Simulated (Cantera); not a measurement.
Cantera with NASA thermochemical tables; ideal gases at 1 bar, condensed phases pure. Values are per mole of reaction as written; species without (g) are pure solids or liquids, kept so even where they would boil at 1 bar. TaC: taken at fixed stoichiometry.

Q: Between 1125 and 1425 K, where is each reaction favourable under standard conditions?
- CO2(g) + TaO2(g) = TaC + 4 O(g)
- Ta + 2 O(g) = TaO2(g)

A: 
- CO2(g) + TaO2(g) = TaC + 4 O(g): ΔG° is 1207 kJ at 1125 K and 1135 kJ at 1425 K; it stays positive (K < 1). ΔH° is 1479 kJ and ΔS° 241 J/K at 1425 K.
- Ta + 2 O(g) = TaO2(g): ΔG° is -593 kJ at 1125 K and -560 kJ at 1425 K; it stays negative (K > 1). ΔH° is -717 kJ and ΔS° -110 J/K at 1425 K.
